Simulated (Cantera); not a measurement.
A Cantera script and what it prints.

```python
import numpy as np
import cantera as ct

gas_names = [...]  # 139 gases of nasa_gas.yaml made of C, H, N, O, Pb
cond_names = """
    C(gr) C6H6(L) C7H8(L) C8H18(L),n-octa H2O(s) H2O(L) Pb(cr) Pb(L) PbO(rd) PbO(yw) PbO(L) PbO2(s)
    Pb3O4(s)
""".split()


# ... load() reads the species with a 1 bar reference pressure and builds the phases ...
atoms = {
    'Pb': {'Pb': 1},
    'CO2': {'C': 1, 'O': 2},
    'N2': {'N': 2},
    'H2O': {'H': 2, 'O': 1},
}
top_T = {'C(gr)': 4500, 'Pb3O4(s)': 820}  # K; cautious upper limits of use, not melting points


# ... equilibrate(T, P, feed) seeds the gas with the atoms and calls Mixture.equilibrate('TP', solver="vcs", rtol=1e-11, max_steps=5000) ...
results = []
feed = {'Pb': 1, 'CO2': 0.028, 'N2': 230, 'H2O': 3}  # mol
T = 873.15  # K
P = 100000  # Pa
mix = equilibrate(T, P, feed)
results.append((T, P, feed, dict(zip(mix.species_names, mix.species_moles))))
print(gas.report(threshold=0.001))
for i in range(1, mix.n_phases):
    print(f"{mix.phase(i).name:16s} {mix.phase_moles(i):12.5e} mol")
```

It prints:

```
       temperature   873.15 K
          pressure   1e+05 Pa
           density   0.38413 kg/m^3
  mean mol. weight   27.887 kg/kmol
   phase of matter   gas

                          1 kg             1 kmol
                     ---------------   ---------------
          enthalpy        5.1094e+05        1.4249e+07  J
   internal energy        2.5062e+05         6.989e+06  J
           entropy            8047.5        2.2442e+05  J/K
    Gibbs function       -6.5157e+06        -1.817e+08  J
 heat capacity c_p            1149.1             32044  J/K
 heat capacity c_v            850.92             23730  J/K

                      mass frac. Y      mole frac. X     chem. pot. / RT
                     ---------------   ---------------   ---------------
               H2O         0.0083158          0.012873            -62.12
                N2           0.99149           0.98701           -24.537
     [ +137 minor]        0.00019447        0.00012194

C(gr)             0.00000e+00 mol
Pb(L)             9.99583e-01 mol
PbO(yw)           2.67161e-04 mol
PbO2(s)           0.00000e+00 mol
```

Method: chemical equilibrium by Gibbs-energy minimisation in Cantera with the NASA 1993 tables (ideal gas, pure condensed phases).
